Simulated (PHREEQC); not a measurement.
A solution holds 0.0068 mol Cu(NO3)2, 7.9e-05 mol HNO3 and 0.022 mol NaCl per kg of water, at 25 °C. Closed to the air; pH follows from the charge balance.

Model: ion-association model, phreeqc.dat, run in PHREEQC.

**Question.** The ionic strength comes out as 0.0421 mol/kgw. What activity coefficients do Cu+2, Na+, H+, Cl-, CuCl+ get?

**Answer.** Cu+2 0.50, Na+ 0.83, H+ 0.86, Cl- 0.83, CuCl+ 0.83.

No solid was allowed to form.
